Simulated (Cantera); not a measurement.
A closed system holds: 1 mol Al2O3, 0.11 mol H2, at 2.48 Torr.

These are equilibrium values from Cantera (NASA tables, ideal gas, pure condensed phases), not measurements of a reactor. Candidate condensed phases: Al, Al2O3, H2O; 19 gas species. The tables' values for AlOH are old estimates; treat these amounts as uncertain. Rates play no part. All values below are at 2223 K.

Base state: H2 0.886, H 0.105, H2O 0.00522, Al 0.00264, Al2O 0.000582, AlOH 0.000254, OH 8.92e-5, AlO 6.60e-5 (mole fractions); condensed: Al2O3(s).

Task: What changes in the equilibrium state with this change: pressure from 2.48 Torr to 75.0 Torr?

Result: 
```tsv
species	before	after
H2	0.886	0.977
H	0.105	0.0200
H2O	0.00522	0.00155
Al	0.00264	0.000620
OH	8.92e-5	4.60e-6
AlO	6.60e-5	4.19e-6
AlOH	0.000254	9.33e-5
Al2O	0.000582	0.000263
Al2O3(s), mol	1.000	1.000
```
